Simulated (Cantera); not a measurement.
A perfectly stirred reactor is fed with 1.77 % CH₄, 98.2 % H₂, 0.0520 % N₂, at 14.3 Torr; it is held at 1700 K, and followed from long to short residence time.

Detailed kinetics in Cantera: GRI-Mech 3.0 (53 species, 325 reactions). GRI-Mech 3.0 stops at C3 and has no aromatics, soot or wall deposition, so with more carbon than oxygen in the feed, carbon stays in small species such as C2H2 where larger ones or solid carbon would form. Radical loss at walls, strong at low pressure, is not modelled.

x: mole fraction; the columns are a selection and need not sum to one.

```json
[
 {"τ (s)": "3.0", "x CH₄": "0.00770", "x H₂": "0.986", "x H": "0.000962", "x C₂H₂": "0.00481", "x CH₃": "0.000152", "x HCN": "8.43e-10", "x C₂H₆": "2.13e-7"},
 {"τ (s)": "0.73", "x CH₄": "0.0123", "x H₂": "0.984", "x H": "0.000882", "x C₂H₂": "0.00252", "x CH₃": "0.000223", "x HCN": "2.39e-10", "x C₂H₆": "4.85e-7"},
 {"τ (s)": "0.18", "x CH₄": "0.0159", "x H₂": "0.982", "x H": "0.000725", "x C₂H₂": "0.000707", "x CH₃": "0.000239", "x HCN": "4.18e-11", "x C₂H₆": "6.27e-7"},
 {"τ (s)": "0.044", "x CH₄": "0.0174", "x H₂": "0.981", "x H": "0.000383", "x C₂H₂": "5.12e-5", "x CH₃": "0.000138", "x HCN": "1.58e-12", "x C₂H₆": "2.84e-7"},
 {"τ (s)": "0.011", "x CH₄": "0.0176", "x H₂": "0.982", "x H": "0.000111", "x C₂H₂": "4.87e-7", "x CH₃": "4.04e-5", "x HCN": "<1e-12", "x C₂H₆": "3.24e-8"},
 {"τ (s)": "0.0026", "x CH₄": "0.0177", "x H₂": "0.982", "x H": "___", "x C₂H₂": "___", "x CH₃": "___", "x HCN": "<1e-12", "x C₂H₆": "___"},
 {"τ (s)": "0.00064", "x CH₄": "0.0177", "x H₂": "0.982", "x H": "___", "x C₂H₂": "4.73e-12", "x CH₃": "___", "x HCN": "<1e-12", "x C₂H₆": "6.92e-11"}
]
```

Complete the blanks.


- 0.0026, x H: 2.64e-5
- 0.0026, x C₂H₂: 1.38e-9
- 0.0026, x CH₃: 9.73e-6
- 0.0026, x C₂H₆: 1.76e-9
- 0.00064, x H: 6.44e-6
- 0.00064, x CH₃: 2.45e-6
